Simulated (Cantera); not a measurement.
A Cantera script and its output.

```python
import numpy as np
import cantera as ct

gas = ct.Solution("gri30.yaml")
gas.TPX = 500, 110000, {'H2': 1, 'O2': 0.877, 'N2': 2.81, 'NO': 0.014}
inlet = ct.Reservoir(gas, clone=True)
gas.equilibrate("HP")  # start burning
reactor = ct.IdealGasConstPressureReactor(gas, energy="on", clone=False)
exhaust = ct.Reservoir(gas, clone=True)
tau = [0.11, 0.055, 0.027, 0.014, 0.0067, 0.0033, 0.0016, 0.00081, 0.0004, 0.0002, 9.8e-05, 4.8e-05][0]
for a, b in ((inlet, reactor), (reactor, exhaust)):
    ct.MassFlowController(a, b, mdot=lambda t: reactor.mass / tau)
net = ct.ReactorNet([reactor])
show = ['H2', 'O2', 'NO', 'H2O2', 'O']

rows = []
print(f"{'tau/s':>10s}{'T/K':>9s}" + "".join(f"{s:>11s}" for s in show))
for tau in [0.11, 0.055, 0.027, 0.014, 0.0067, 0.0033, 0.0016, 0.00081, 0.0004, 0.0002, 9.8e-05, 4.8e-05]:
    net.initial_time = 0.0
    net.advance(30 * tau)
    before = gas.X
    net.advance(40 * tau)
    drift = np.max(np.abs(gas.X - before) / (gas.X + 1e-9))
    rows.append([gas.T, *gas[show].X, drift])
    print(f"{tau:10.3e}{gas.T:9.1f}" + "".join(f"{x:11.3e}" for x in gas[show].X))
```

Output:

```
     tau/s      T/K         H2         O2         NO       H2O2          O
 1.100e-01   2072.2  4.678e-04  8.857e-02  3.579e-03  1.763e-07  3.975e-04
 5.500e-02   2070.2  5.539e-04  8.855e-02  3.478e-03  1.803e-07  4.617e-04
 2.700e-02   2066.1  7.194e-04  8.846e-02  3.421e-03  1.897e-07  5.875e-04
 1.400e-02   2059.6  9.889e-04  8.830e-02  3.390e-03  2.075e-07  7.963e-04
 6.700e-03   2047.7  1.502e-03  8.805e-02  3.367e-03  2.437e-07  1.201e-03
 3.300e-03   2030.0  2.308e-03  8.777e-02  3.348e-03  2.998e-07  1.843e-03
 1.600e-03   2002.6  3.582e-03  8.749e-02  3.331e-03  3.843e-07  2.864e-03
 8.100e-04   1965.2  5.323e-03  8.732e-02  3.316e-03  4.987e-07  4.263e-03
 4.000e-04   1910.7  7.790e-03  8.740e-02  3.300e-03  6.766e-07  6.228e-03
 2.000e-04   1838.3  1.092e-02  8.795e-02  3.282e-03  9.669e-07  8.615e-03
 9.800e-05   1742.8  1.497e-02  8.935e-02  3.258e-03  1.528e-06  1.125e-02
 4.800e-05   1625.9  2.056e-02  9.235e-02  3.225e-03  2.694e-06  1.335e-02
```

Model: GRI-Mech 3.0 (53 species, 325 reactions), integrated in Cantera. The mechanism lacks 2 NO + O2 → 2 NO2 and HONO, so NO2 and the effect of NO are under-described below about 1400 K.
